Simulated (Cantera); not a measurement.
Input: 1 mol SiHCl₃, 11 mol NH₃, held at 27.0 Pa.

Cantera equilibrium calculation (NASA polynomials, part measured and part estimated; ideal gas, pure solids and liquids). Candidate condensed phases: NH₄Cl, Si, Si₃N₄; 28 gas species. Equilibrium is a limit: real reactors are often held back by kinetics, nucleation or transport.

Over these rows the condensed part is Si₃N₄(s). Partial pressures as log10 of bar:

```
T (K)  1000/T (1/K)  log p SiCl₂  log p H₂  log p N₂  log p HCl
-----  ------------  -----------  --------  --------  ---------
1223         0.8177        -6.79     -3.75     -4.25      -4.46
1273         0.7855        -6.36     -3.75     -4.25      -4.47
1323         0.7559        -5.99     -3.74     -4.25      -4.49
1373         0.7283        -5.68     -3.74     -4.24      -4.52
1423         0.7027        -5.44     -3.74     -4.24      -4.57
1473         0.6789            ?     -3.74     -4.23      -4.64
```

### Question
Fit log p(SiCl₂) = a + b·(1000/T) to the five rows, give the apparent enthalpy, and predict the row at 1473 K.

### Answer
Means: 1000/T = 0.7580, log p = -6.052. Sxy = -0.097551, Sxx = 0.0082649, so b = -11.80 and a = -6.052 − (-11.80)×0.7580 = 2.89.
Apparent enthalpy: −19.145 × (-11.80) = 226 kJ/mol. With the condensed phases at unit activity, 1/3 Si₃N₄(s) + 2 HCl(g) = SiCl₂(g) + H₂(g) + 2/3 N₂(g) links this pressure to the main gases: over the six rows their terms move log p by -0.38 in all, so the slope isn't that reaction's ΔH° alone. The five rows lie within 0.04 of the line.
Prediction at 1473 K: 2.89 + (-11.80)×0.6789 = -5.12. The computed value is -5.26, 0.14 from the line.
